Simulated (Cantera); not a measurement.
What does this Cantera script print?

```python
import numpy as np
import cantera as ct

gas_names = [...]  # 113 gases of nasa_gas.yaml made of C, H, O, Pb
cond_names = """
    C(gr) C6H6(L) C7H8(L) C8H18(L),n-octa H2O(s) H2O(L) Pb(cr) Pb(L) PbO(rd) PbO(yw) PbO(L) PbO2(s)
    Pb3O4(s)
""".split()


# ... load() reads the species with a 1 bar reference pressure and builds the phases ...
atoms = {
    'PbO': {'Pb': 1, 'O': 1},
    'CO': {'C': 1, 'O': 1},
    'H2': {'H': 2},
}
top_T = {'C(gr)': 4500, 'Pb3O4(s)': 820}  # K; cautious upper limits of use, not melting points


# ... equilibrate(T, P, feed) seeds the gas with the atoms and calls Mixture.equilibrate('TP', solver="vcs", rtol=1e-11, max_steps=5000) ...
results = []
feed = {'PbO': 1, 'CO': 4, 'H2': 0.2}  # mol
P = 1300  # Pa
for T in [998, 1048, 1098, 1148, 1198, 1248, 1298, 1348, 1398]:
    mix = equilibrate(T, P, feed)
    results.append((T, P, feed, dict(zip(mix.species_names, mix.species_moles))))

top = {s: max(r[3][s] / sum(r[3][g] for g in gas_names) for r in results) for s in gas_names}
cols = sorted((s for s in top if top[s] > 0.001), key=lambda s: -top[s])[:7]
seen = [c for c in cond_names if any(r[3].get(c, 0) > 1e-12 for r in results)]
print("log10 of partial pressures in bar; condensed amounts in mol")
print(f"{'T/K':>10s}" + "".join(f"{s[:9]:>10s}" for s in cols + seen))
for T, P, feed, n in results:
    ng = sum(n[g] for g in gas_names)
    print(f"{T:10.4g}" + "".join(f"{np.log10(max(n[s] / ng * P / 1e5, 1e-99)):10.3f}" for s in cols)
          + "".join(f"{n.get(c, 0):10.4g}" for c in seen))
```

It prints:

```
log10 of partial pressures in bar; condensed amounts in mol
       T/K        CO       CO2        Pb        H2       H2O     Pb(L)
       998    -2.028    -2.526    -4.810    -3.295    -3.954     0.995
      1048    -2.028    -2.529    -4.350    -3.312    -3.888    0.9855
      1098    -2.029    -2.535    -3.933    -3.331    -3.833    0.9619
      1148    -2.034    -2.543    -3.553    -3.353    -3.790    0.9075
      1198    -2.045    -2.557    -3.205    -3.382    -3.759    0.7883
      1248    -2.069    -2.584    -2.886    -3.423    -3.746    0.5332
      1298    -2.115    -2.633    -2.602    -3.486    -3.760         0
      1348    -2.114    -2.636    -2.602    -3.502    -3.732         0
      1398    -2.114    -2.638    -2.602    -3.518    -3.707         0
```

Method: chemical equilibrium by Gibbs-energy minimisation in Cantera with the NASA 1993 tables (ideal gas, pure condensed phases).
